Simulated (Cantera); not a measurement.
Source: NASA polynomial tables (part measured, part estimated), evaluated in Cantera. Values are per mole of reaction as written; species without (g) are pure solids or liquids, kept so even where they would boil at 1 bar.

**Question.** Between 1175 and 1625 K, where is each reaction favourable under standard conditions?
- 6 OH(g) + Cr → CrO3(g) + 3 H2O(g)

**Answer.** 
- 6 OH(g) + Cr → CrO3(g) + 3 H2O(g): ΔG° is -888 kJ at 1175 K and -739 kJ at 1625 K; it stays negative (K > 1). ΔH° is -1280 kJ and ΔS° -333 J/K at 1625 K.
